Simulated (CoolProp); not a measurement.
R134a at 299.6 K and 19.7 MPa flows at 0.49 m/s in a round tube of 100 mm bore and 1.5 µm roughness, fully developed (64/Re and Nu = 3.66 if laminar; Colebrook and Gnielinski if turbulent). Each further row changes one setting.

The numbers come from the reference Helmholtz-energy equation of state, Tillner-Roth 1994 in CoolProp.

```csv
case,Reynolds number,Darcy friction factor,pressure drop (Pa/m),heat-transfer coefficient (W/(m² K)),mass flow (kg/h)
as stated,249000,0.0151,23.3,895,17800
velocity 0.98 m/s,498000,0.0134,82.6,1630,35600
diameter 200 mm,498000,0.0133,10.2,809,71200
```

Viscosity comes from a separate model (Huber 2003), an estimate that may be off by 10 % or more. Thermal conductivity comes from a separate model (McLinden 2000), an estimate that may be off by 10 % or more.
